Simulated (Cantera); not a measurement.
Predominance diagram of Li at 1250 K against the partial pressures of O2 and Cl2 (log10, bar). Standard-state values (1 bar) from the NASA 1993 polynomials, evaluated with Cantera. Candidates: Li(l), LiCl(l), Li2O(s). Only these pure phases compete in this equilibrium. Not in the tables: the peroxide.

```
log p(Cl2) \ log p(O2)
        columns: -20, -19, -18, -17, -16, -15, -14, -13, -12, -11, -10, -9, -8, -7, -6, -5, -4, -3, -2, -1, 0
      0  A A A A A A A A A A A A A A A A A A A A A
   -2.2  A A A A A A A A A A A A A A A A A A A A A
   -4.3  A A A A A A A A A A A A A A A A A A A A A
   -6.5  A A A A A A A A A A A A A A A A A A A A A
   -8.7  A A A A A A A A A A A A A A A A A A A A B
  -10.8  A A A A A A A A A A A A A A A A B B B B B
    -13  A A A A A A A A A A A B B B B B B B B B B
  -15.2  A A A A A A A B B B B B B B B B B B B B B
  -17.3  A A A B B B B B B B B B B B B B B B B B B
  -19.5  B B B B B B B B B B B B B B B B B B B B B
  -21.7  B B B B B B B B B B B B B B B B B B B B B
  -23.8  B B B B B B B B B B B B B B B B B B B B B
    -26  B B B B B B B B B B B B B B B B B B B B B
```

A: LiCl(l); B: Li2O(s).
